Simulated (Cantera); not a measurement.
Source: NASA polynomial tables (part measured, part estimated), evaluated in Cantera. Values are per mole of reaction as written; species without (g) are pure solids or liquids, kept so even where they would boil at 1 bar.

CO(g) + 2 Cu = C + Cu₂O, with ΔH° = -60.2 kJ and ΔS° = -165.9 J/K at 300 K.

Q: How far is the shortcut ΔG° ≈ ΔH°(300 K) − T·ΔS°(300 K) from the full temperature-dependent value at 2300, 2375, 2450, 2525, 2600, 2675, 2750, 2825, 2900 K?

A: 
| T (K) | shortcut (kJ) | full (kJ) | difference (kJ) | difference in log10 K | condensed phases |
|---|---|---|---|---|---|
| 2300 | 321.3 | 287.9 | 33.4 | -0.76 | Cu(l), C(graphite), Cu₂O(l) |
| 2375 | 333.8 | 297.0 | 36.7 | -0.81 | Cu(l), C(graphite), Cu₂O(l) |
| 2450 | 346.2 | 306.1 | 40.2 | -0.86 | Cu(l), C(graphite), Cu₂O(l) |
| 2525 | 358.7 | 315.1 | 43.6 | -0.90 | Cu(l), C(graphite), Cu₂O(l) |
| 2600 | 371.1 | 324.0 | 47.1 | -0.95 | Cu(l), C(graphite), Cu₂O(l) |
| 2675 | 383.6 | 332.9 | 50.7 | -0.99 | Cu(l), C(graphite), Cu₂O(l) |
| 2750 | 396.0 | 341.7 | 54.3 | -1.03 | Cu(l), C(graphite), Cu₂O(l) |
| 2825 | 408.4 | 350.5 | 58.0 | -1.07 | Cu(l), C(graphite), Cu₂O(l) |
| 2900 | 420.9 | 359.2 | 61.7 | -1.11 | Cu(l), C(graphite), Cu₂O(l) |
The shortcut ignores heat capacities and the phase changes listed.
